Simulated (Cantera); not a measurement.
A perfectly stirred reactor is fed with H2 : O2 = 0.027 : 1 (molar parts), equivalence ratio 0.013, at 2.48 Torr; it is held at 1075 K, and followed from long to short residence time.

Detailed kinetics in Cantera: GRI-Mech 3.0 (53 species, 325 reactions). Radical loss at walls, strong at low pressure, is not modelled.

Question: What does this change do: pressure from 2.48 Torr to 8.25 Torr?

Answer: 
```tsv
quantity	before	after
x(H2) at τ = 0.380 s	0.000547	0.000315
x(O2) at τ = 0.380 s	0.960	0.969
x(O) at τ = 0.380 s	0.0117	0.00385
x(H2O2) at τ = 0.380 s	1.64e-8	5.16e-8
x(HO2) at τ = 0.380 s	8.14e-7	1.82e-6
x(H2) at τ = 20.0 ms	0.00437	0.00195
x(O2) at τ = 20.0 ms	0.958	0.960
x(O) at τ = 20.0 ms	0.0126	0.0111
x(H2O2) at τ = 20.0 ms	4.09e-8	9.53e-8
x(HO2) at τ = 20.0 ms	1.05e-6	3.15e-6
```

Question: What does this change do: pressure from 2.48 Torr to 10.00 Torr?

Answer: 
| quantity | before | after |
|---|---|---|
| x(H2) at τ = 0.380 s | 0.000547 | 0.000296 |
| x(O2) at τ = 0.380 s | 0.960 | 0.970 |
| x(O) at τ = 0.380 s | 0.0117 | 0.00307 |
| x(H2O2) at τ = 0.380 s | 1.64e-8 | 6.12e-8 |
| x(HO2) at τ = 0.380 s | 8.14e-7 | 2.00e-6 |
| x(H2) at τ = 20.0 ms | 0.00437 | 0.00176 |
| x(O2) at τ = 20.0 ms | 0.958 | 0.961 |
| x(O) at τ = 20.0 ms | 0.0126 | 0.0101 |
| x(H2O2) at τ = 20.0 ms | 4.09e-8 | 1.12e-7 |
| x(HO2) at τ = 20.0 ms | 1.05e-6 | 3.69e-6 |
